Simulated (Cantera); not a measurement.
V₂O₅ + H₂ + N₂ (hydrogen reduction and annealing atmospheres)

Feed: 1 mol V₂O₅, 2400 mol H₂, 42 mol N₂, equilibrated at 877 °C.

Cantera equilibrium calculation (NASA polynomials, part measured and part estimated; ideal gas, pure solids and liquids). Candidate condensed phases: H₂O, V, VN, VO, V₂O₃, V₂O₄, V₂O₅; 28 gas species. Mutual solubility and eutectic melting of coexisting phases are not modelled. VN: taken at fixed stoichiometry. Condensed phases not in the tables: the oxides between V₂O₃ and V₂O₅ other than VO₂, V₂N. Rates play no part.

From 10.0 Pa to 32.0 mbar the condensed part is V₂O₃(s). From 0.130 bar to 0.560 bar the condensed part is VN(s) + V₂O₃(s). From 2.40 bar to 10.0 bar the condensed part is VN(s).

| P (Pa) | log p H₂ | log p N₂ | log p H₂O | log p NH₃ | n V₂O₃(s) | n VN(s) |
|---|---|---|---|---|---|---|
| 10 | -4.01 | -5.76 | -7.09 | -12.51 | 1.00 | 0 |
| 42 | -3.38 | -5.14 | -6.46 | -11.26 | 1.00 | 0 |
| 180 | -2.75 | -4.51 | -5.83 | -10.00 | 1.00 | 0 |
| 750 | -2.13 | -3.89 | -5.21 | -8.76 | 1.00 | 0 |
| 3200 | -1.50 | -3.26 | -4.58 | -7.50 | 1.00 | 0 |
| 13000 | -0.89 | -2.65 | -3.82 | -6.28 | 0.727 | 0.547 |
| 56000 | -0.26 | -2.03 | -2.98 | -5.02 | 0.145 | 1.71 |
| 240000 | 0.37 | -1.40 | -2.31 | -3.75 | 0 | 2.00 |
| 1000000 | 0.99 | -0.78 | -1.69 | -2.51 | 0 | 2.00 |
log p: log10 of the partial pressure in bar; n: condensed amount in mol.
